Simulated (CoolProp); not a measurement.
A single-stage vapour-compression cycle with R124: evaporating at 234.15 K (dew point), condensing at 280.15 K (bubble point), superheat 5 K, subcooling 8 K, compressor efficiency 0.6, no pressure losses. Each further row changes one setting.

Model: reference Helmholtz-energy equation of state, de Vries 1995, in CoolProp.

| case | cooling COP | pressure ratio | discharge temperature (K) | refrigerating effect (kJ/kg) | volumetric capacity (kJ/m³) |
|---|---|---|---|---|---|
| as stated | 2.70 | 7.55 | 317.3 | 141 | 275 |
| evaporating temperature 239.15 K | 3.16 | 5.79 | 312.6 | 144 | 360 |
| condensing temperature 275.15 K | 3.10 | 6.30 | 310.1 | 147 | 285 |
| subcooling 13 K | 2.80 | 7.55 | 317.3 | 147 | 285 |
| superheat 15 K | 2.71 | 7.55 | 328.6 | 148 | 276 |
| compressor efficiency 0.5 | 2.25 | 7.55 | 330.6 | 141 | 275 |
